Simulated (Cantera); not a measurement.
## Low-pressure radical oxidation in H2/O2

An isothermal, constant-pressure homogeneous reactor starts with H₂ : O₂ = 0.17 : 1 (molar parts), at 1400 K and 0.0380 bar.

Detailed kinetics in Cantera: the H2/O2 subset of GRI-Mech 3.0, which has no nitrogen chemistry. Radical loss at walls, strong at low pressure, is not modelled. The temperature is held fixed by assumption; the heat of reaction is taken as removed at once.

| t (s) | x H₂ | x O₂ | x H₂O₂ | x H₂O | x H |
|---|---|---|---|---|---|
| 0.000200 | 0.0934 | 0.821 | 3.56e-7 | 0.0369 | 0.0177 |
| 0.000843 | 0.00516 | 0.766 | 4.29e-7 | 0.122 | 0.0276 |
| 0.00356 | 0.00274 | 0.806 | 4.10e-7 | 0.140 | 0.00949 |
| 0.0150 | 0.000385 | 0.837 | 2.01e-7 | 0.154 | 0.000465 |
| 0.0632 | 2.82e-5 | 0.843 | 5.06e-8 | 0.156 | 9.17e-6 |
| 0.267 | 3.03e-6 | 0.843 | 1.18e-8 | 0.156 | 3.28e-7 |
| 1.12 | 5.88e-7 | 0.843 | 3.87e-9 | 0.157 | 2.83e-8 |
| 4.74 | 3.98e-7 | 0.843 | 3.14e-9 | 0.157 | 1.59e-8 |
| 20.0 | 3.98e-7 | 0.843 | 3.14e-9 | 0.157 | 1.58e-8 |
x: mole fraction; the columns are a selection and need not sum to one.

Equilibrium at this temperature and pressure: H₂ 3.98e-7, O₂ 0.843, H₂O₂ 3.14e-9, H₂O 0.157, H 1.58e-8 (gas phase only).
